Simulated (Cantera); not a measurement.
**Moist CO burnout**

An isothermal, constant-pressure homogeneous reactor starts with CO : O2 : H2O : N2 = 0.027 : 0.05 : 0.0003 : 1 (molar parts), at 1025 K and 0.237 atm.

Detailed kinetics in Cantera: GRI-Mech 3.0 (53 species, 325 reactions).

```csv
t (s),x CO,x O2,x H2O,x NO,x H,x O,x H2O2
1.00e-5,0.0251,0.0464,0.000278,<1e-12,<1e-12,5.27e-12,<1e-12
2.61e-5,0.0251,0.0464,0.000278,<1e-12,<1e-12,1.37e-11,<1e-12
6.81e-5,0.0251,0.0464,0.000278,<1e-12,<1e-12,3.58e-11,<1e-12
0.000178,0.0251,0.0464,0.000278,<1e-12,<1e-12,9.34e-11,<1e-12
0.000464,0.0251,0.0464,0.000278,<1e-12,<1e-12,2.43e-10,<1e-12
0.00121,0.0251,0.0464,0.000278,<1e-12,<1e-12,6.28e-10,<1e-12
0.00316,0.0251,0.0464,0.000278,<1e-12,4.24e-12,1.62e-9,<1e-12
0.00825,0.0251,0.0464,0.000278,<1e-12,1.61e-11,4.18e-9,<1e-12
0.0215,0.0251,0.0464,0.000278,<1e-12,6.91e-11,1.17e-8,<1e-12
0.0562,0.0251,0.0464,0.000278,<1e-12,5.25e-10,5.84e-8,<1e-12
0.147,0.0250,0.0464,0.000278,<1e-12,9.18e-8,5.52e-6,3.24e-9
0.383,0.00915,0.0386,0.000265,1.19e-7,1.28e-5,0.000269,5.68e-9
1.00,0.00143,0.0350,0.000278,1.86e-7,1.03e-6,4.45e-5,5.89e-9
```
x: mole fraction; the columns are a selection and need not sum to one.

Equilibrium at this temperature and pressure: CO 3.93e-11, O2 0.0343, H2O 0.000282, NO 1.82e-5, H <1e-12, O 1.26e-10, H2O2 <1e-12 (gas phase only).
